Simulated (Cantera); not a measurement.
# Gas-phase reforming

A perfectly stirred reactor is fed with CH₄ : H₂O = 1 : 5.3 (molar parts), at 35000 Pa; it is held at 1775 K, and followed from long to short residence time.

Cantera simulation using GRI-Mech 3.0 (53 species, 325 reactions); the numbers are that mechanism's predictions, not measurements.

```tsv
τ (s)	x CH₄	x H₂O	x H	x CO	x CH₂CO	x C₂H₄
4.7	0.00377	0.498	0.000295	0.0861	1.11e-6	4.70e-6
2.0	0.00660	0.508	0.000291	0.0817	3.30e-6	1.42e-5
0.82	0.0109	0.528	0.000284	0.0733	8.89e-6	3.77e-5
0.34	0.0167	0.561	0.000271	0.0603	2.03e-5	8.42e-5
0.14	0.0242	0.606	0.000250	0.0440	3.95e-5	0.000168
0.058	0.0338	0.658	0.000221	0.0285	6.43e-5	0.000317
0.024	0.0468	0.707	0.000185	0.0170	8.65e-5	0.000614
0.010	0.0646	0.748	0.000145	0.00955	9.39e-5	0.00121
0.0042	0.0869	0.780	0.000107	0.00494	7.99e-5	0.00222
```
x: mole fraction; the columns are a selection and need not sum to one.
